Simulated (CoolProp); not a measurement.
Vapour-liquid equilibrium of benzene (1) + n-decane (2) at 166.95 °C; x and y are mole fractions of (1).

Model: multi-fluid Helmholtz-energy mixture model, Thol 2012 and Lemmon 2006; pair parameters Bell 2016, in CoolProp.

Problem. Give the bubble pressure and the first vapour's composition at x = 0.35, 0.5, 0.8. Is there an azeotrope?

Solution. x = 0.35: 328.7 kPa, y = 0.812; x = 0.5: 435.6 kPa, y = 0.884; x = 0.8: 652.9 kPa, y = 0.964. No azeotrope shows between x = 0.05 and 0.95.

The pair parameters rest on a limited set of measurements; away from them the model extrapolates.
